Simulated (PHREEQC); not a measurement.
Na2CO3 is added in steps, without added water, to 1 kg of water holding 0.0043 mol ZnCl2, 0.0051 mol NaOH and 0.013 mol HCl, at 90 °C. Oxygen alone is held at its pressure in air (log pO2 = -0.68). CO2 from the air is kept out. The run lets Zn(OH)2-e, Smithsonite, Zn5(OH)8Cl2, Halite, Nahcolite, Natron precipitate or redissolve, and no other solid.

Base run: PHREEQC, ion-association model, wateq4f.dat. Each further column changes one thing. The table gives pH.

```tsv
Na2CO3 added (mol)	base	metal-ligand complexes left out	Davies equation for every ion	database phreeqc.dat	Debye-Hückel limiting law
0	2.16	2.17	2.18	2.16	2.19
0.002275	2.54	2.54	2.55	2.54	2.57
0.004225	5.37	5.44	5.37	5.37	5.37
0.0065	5.73	5.67	5.74	5.74	5.77
0.008775	6.12	6.08	6.12	6.12	6.13
0.01073	6.83	6.84	6.83	6.83	6.82
0.013	8.22	8.75	8.21	8.21	8.21
```

Constants without temperature data keep their 25 °C values here. The database's zinc carbonate complexes are estimates, stronger than later reviews accept. phreeqc.dat and wateq4f.dat share most of their constants, so their agreement is no independent check. Solids allowed in the column 'database phreeqc.dat': Halite, Zn(OH)2(e), Smithsonite.
